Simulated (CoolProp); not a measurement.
Vapour-liquid equilibrium of propylene (1) + dimethyl ether (2) at 4.62 bar; x and y are mole fractions of (1).

Computed with CoolProp (multi-fluid Helmholtz-energy mixture model, Lemmon 2013 and Wu 2011; pair parameters Bell 2016).

```json
[
 {"x": "0.05", "bubble temperature (K)": "287.8", "y at the bubble point": "0.104", "dew temperature at overall composition x (K)": "288.9", "liquid density (mol/L)": "14.59"},
 {"x": "0.125", "bubble temperature (K)": "284.8", "y at the bubble point": "0.239", "dew temperature at overall composition x (K)": "287.3", "liquid density (mol/L)": "14.50"},
 {"x": "0.2", "bubble temperature (K)": "282.2", "y at the bubble point": "0.353", "dew temperature at overall composition x (K)": "…", "liquid density (mol/L)": "14.41"},
 {"x": "0.275", "bubble temperature (K)": "279.8", "y at the bubble point": "0.450", "dew temperature at overall composition x (K)": "284.0", "liquid density (mol/L)": "14.31"},
 {"x": "0.35", "bubble temperature (K)": "277.7", "y at the bubble point": "0.533", "dew temperature at overall composition x (K)": "282.3", "liquid density (mol/L)": "14.21"},
 {"x": "0.425", "bubble temperature (K)": "275.8", "y at the bubble point": "0.606", "dew temperature at overall composition x (K)": "280.4", "liquid density (mol/L)": "14.10"},
 {"x": "0.5", "bubble temperature (K)": "274.0", "y at the bubble point": "0.670", "dew temperature at overall composition x (K)": "278.5", "liquid density (mol/L)": "13.98"},
 {"x": "0.575", "bubble temperature (K)": "272.5", "y at the bubble point": "0.728", "dew temperature at overall composition x (K)": "…", "liquid density (mol/L)": "13.87"},
 {"x": "0.65", "bubble temperature (K)": "271.0", "y at the bubble point": "0.781", "dew temperature at overall composition x (K)": "274.6", "liquid density (mol/L)": "13.76"},
 {"x": "0.725", "bubble temperature (K)": "269.7", "y at the bubble point": "0.830", "dew temperature at overall composition x (K)": "272.6", "liquid density (mol/L)": "13.64"},
 {"x": "0.8", "bubble temperature (K)": "268.5", "y at the bubble point": "0.878", "dew temperature at overall composition x (K)": "270.5", "liquid density (mol/L)": "13.53"},
 {"x": "0.875", "bubble temperature (K)": "267.3", "y at the bubble point": "0.924", "dew temperature at overall composition x (K)": "268.5", "liquid density (mol/L)": "13.42"},
 {"x": "0.95", "bubble temperature (K)": "266.2", "y at the bubble point": "0.969", "dew temperature at overall composition x (K)": "…", "liquid density (mol/L)": "…"}
]
```

**Question.** What belongs in the gaps?

**Answer.** 
- 0.2, dew temperature at overall composition x (K): 285.7
- 0.575, dew temperature at overall composition x (K): 276.6
- 0.95, dew temperature at overall composition x (K): 266.7
- 0.95, liquid density (mol/L): 13.31

No azeotrope shows between x = 0.05 and 0.95.

Pair parameters are fitted to limited data, so mixtures are less certain than the pure fluids.
